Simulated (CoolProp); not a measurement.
Vapour pressure (MPa) of nitrogen: the reference equation beside estimates from Tc = -147.0 °C, pc = 3.396 MPa, ω = 0.037. Clausius-Clapeyron is anchored at -176.65 °C with a constant enthalpy of vaporisation of 4.718 kJ/mol.

The numbers come from the reference Helmholtz-energy equation of state, Span 2000 in CoolProp.

```json
[
 {"T (°C)": "-183.95", "reference": "0.3364", "Clausius-Clapeyron": "0.3741", "van der Waals": "0.7153", "Redlich-Kwong": "0.3222", "Soave-Redlich-Kwong": "0.3366", "Peng-Robinson": "0.3376"},
 {"T (°C)": "-180.35", "reference": "0.4547", "Clausius-Clapeyron": "0.4788", "van der Waals": "0.8714", "Redlich-Kwong": "0.4442", "Soave-Redlich-Kwong": "0.4564", "Peng-Robinson": "0.4561"},
 {"T (°C)": "-176.65", "reference": "0.6054", "Clausius-Clapeyron": "0.6054", "van der Waals": "1.053", "Redlich-Kwong": "0.6005", "Soave-Redlich-Kwong": "0.6093", "Peng-Robinson": "0.6070"},
 {"T (°C)": "-173.05", "reference": "0.7837", "Clausius-Clapeyron": "0.7479", "van der Waals": "1.252", "Redlich-Kwong": "0.7860", "Soave-Redlich-Kwong": "0.7905", "Peng-Robinson": "0.7860"},
 {"T (°C)": "-169.35", "reference": "1.003", "Clausius-Clapeyron": "0.9154", "van der Waals": "1.479", "Redlich-Kwong": "1.014", "Soave-Redlich-Kwong": "1.014", "Peng-Robinson": "1.007"},
 {"T (°C)": "-165.65", "reference": "1.264", "Clausius-Clapeyron": "1.105", "van der Waals": "1.730", "Redlich-Kwong": "1.285", "Soave-Redlich-Kwong": "1.279", "Peng-Robinson": "1.270"},
 {"T (°C)": "-162.05", "reference": "1.561", "Clausius-Clapeyron": "1.311", "van der Waals": "1.999", "Redlich-Kwong": "1.590", "Soave-Redlich-Kwong": "1.581", "Peng-Robinson": "1.569"},
 {"T (°C)": "-158.35", "reference": "1.916", "Clausius-Clapeyron": "1.546", "van der Waals": "2.300", "Redlich-Kwong": "1.952", "Soave-Redlich-Kwong": "1.940", "Peng-Robinson": "1.927"},
 {"T (°C)": "-154.75", "reference": "2.315", "Clausius-Clapeyron": "1.796", "van der Waals": "2.618", "Redlich-Kwong": "2.352", "Soave-Redlich-Kwong": "2.340", "Peng-Robinson": "2.328"}
]
```

Absolute difference from the reference over all 9 rows, mean and median: Clausius-Clapeyron 11.1 and 11.2 %, van der Waals 53.7 and 47.5 %, Redlich-Kwong 1.7 and 1.7 %, Soave-Redlich-Kwong 0.9 and 1.1 %, Peng-Robinson 0.4 and 0.4 %.
